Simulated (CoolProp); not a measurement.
R134a along the isobar 4290 kPa: density (kg/m³) from the reference equation and from simpler models built on Tc = 101.1 °C, pc = 4059 kPa, ω = 0.327; each cubic takes its own stable root.

Values from CoolProp's reference Helmholtz-energy equation of state, Tillner-Roth 1994.

```json
[
 {"T (°C)": "86.35", "phase": "liquid", "reference": "926.8"},
 {"T (°C)": "93.15", "phase": "liquid", "reference": "862.5"},
 {"T (°C)": "99.95", "phase": "liquid", "reference": "758.5"},
 {"T (°C)": "106.85", "phase": "supercritical", "reference": "325.9"},
 {"T (°C)": "113.65", "phase": "supercritical", "reference": "258.1"},
 {"T (°C)": "120.45", "phase": "supercritical", "reference": "228.1"},
 {"T (°C)": "127.25", "phase": "supercritical", "reference": "208.7"},
 {"T (°C)": "134.05", "phase": "supercritical", "reference": "194.4"},
 {"T (°C)": "140.95", "phase": "supercritical", "reference": "183.0"},
 {"T (°C)": "147.75", "phase": "supercritical", "reference": "173.8"},
 {"T (°C)": "154.55", "phase": "supercritical", "reference": "166.0"},
 {"T (°C)": "161.35", "phase": "supercritical", "reference": "159.2"},
 {"T (°C)": "168.25", "phase": "supercritical", "reference": "153.2"},
 {"T (°C)": "175.05", "phase": "supercritical", "reference": "147.9"},
 {"T (°C)": "181.85", "phase": "supercritical", "reference": "143.2"}
]
```

Task: How far does each simpler model (van der Waals, Redlich-Kwong, Soave-Redlich-Kwong, Peng-Robinson) lie from the reference over these 15 states: mean and median of the absolute difference, and the worst?

Result: 
- van der Waals: mean 10.0 %, median 3.6 %, worst -39.6 % at 86.35 °C and 4290 kPa
- Redlich-Kwong: mean 6.6 %, median 2.8 %, worst -25.3 % at 99.95 °C and 4290 kPa
- Soave-Redlich-Kwong: mean 6.9 %, median 2.9 %, worst -24.6 % at 99.95 °C and 4290 kPa
- Peng-Robinson: mean 3.6 %, median 1.3 %, worst -16.7 % at 99.95 °C and 4290 kPa
